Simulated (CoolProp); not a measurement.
Properties of R125 at several states.

Computed with CoolProp (reference Helmholtz-energy equation of state, Lemmon 2005).

| T (°C) | p (kPa) | phase | cp (kJ/(kg K)) | Prandtl number |
|---|---|---|---|---|
| -69.55 | 97.4 | liquid | 1.074 | 6.26 |
| 157.65 | 5660 | supercritical | 1.206 | 0.956 |
| -50.45 | 334 | liquid | 1.109 | 5.13 |

Viscosity comes from a separate model (Huber 2006). Thermal conductivity comes from a separate model (Perkins 2006).
